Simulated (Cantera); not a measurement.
**Adiabatic ignition**

An adiabatic, constant-pressure homogeneous reactor starts with 4.41 % CH4, 0.181 % C2H6, 20.1 % O2, 75.3 % N2, equivalence ratio 0.47, at 1373 K and 0.711 atm.

Detailed kinetics in Cantera: GRI-Mech 3.0 (53 species, 325 reactions).

```json
[
 {"t (s)": "7.00e-6", "T (K)": "1373", "x CH4": "0.0441", "x C2H6": "0.00181", "x O2": "0.201", "x HCO": "<1e-12", "x CO2": "<1e-12"},
 {"t (s)": "2.14e-5", "T (K)": "1373", "x CH4": "0.0441", "x C2H6": "0.00180", "x O2": "0.201", "x HCO": "<1e-12", "x CO2": "1.86e-11"},
 {"t (s)": "6.54e-5", "T (K)": "1373", "x CH4": "0.0440", "x C2H6": "0.00180", "x O2": "0.201", "x HCO": "5.70e-12", "x CO2": "6.00e-10"},
 {"t (s)": "0.000200", "T (K)": "1373", "x CH4": "0.0440", "x C2H6": "0.00178", "x O2": "0.201", "x HCO": "1.31e-10", "x CO2": "2.33e-8"},
 {"t (s)": "0.000612", "T (K)": "1374", "x CH4": "0.0437", "x C2H6": "0.00174", "x O2": "0.201", "x HCO": "5.88e-9", "x CO2": "1.20e-6"},
 {"t (s)": "0.00187", "T (K)": "2106", "x CH4": "<1e-12", "x C2H6": "<1e-12", "x O2": "0.103", "x HCO": "4.06e-9", "x CO2": "0.0375"},
 {"t (s)": "0.00572", "T (K)": "2302", "x CH4": "<1e-12", "x C2H6": "<1e-12", "x O2": "0.105", "x HCO": "8.40e-11", "x CO2": "0.0455"},
 {"t (s)": "0.0175", "T (K)": "2300", "x CH4": "<1e-12", "x C2H6": "<1e-12", "x O2": "0.104", "x HCO": "8.24e-11", "x CO2": "0.0455"},
 {"t (s)": "0.0535", "T (K)": "2296", "x CH4": "<1e-12", "x C2H6": "<1e-12", "x O2": "0.103", "x HCO": "7.86e-11", "x CO2": "0.0455"},
 {"t (s)": "0.164", "T (K)": "2288", "x CH4": "<1e-12", "x C2H6": "<1e-12", "x O2": "0.101", "x HCO": "7.27e-11", "x CO2": "0.0456"},
 {"t (s)": "0.500", "T (K)": "2285", "x CH4": "<1e-12", "x C2H6": "<1e-12", "x O2": "0.0998", "x HCO": "7.00e-11", "x CO2": "0.0456"}
]
```
x: mole fraction; the columns are a selection and need not sum to one.

```json
{
  "time_of_steepest_temperature_rise": "1.70 ms",
  "temperature at 0.500 s": "2285 K",
  "equilibrium_temperature": "2285 K",
  "x(CH4) at 0.500 s": "<1e-12 (gas-phase equilibrium <1e-12)",
  "x(C2H6) at 0.500 s": "<1e-12 (gas-phase equilibrium <1e-12)",
  "x(O2) at 0.500 s": "0.0998 (gas-phase equilibrium 0.0998)"
}
```
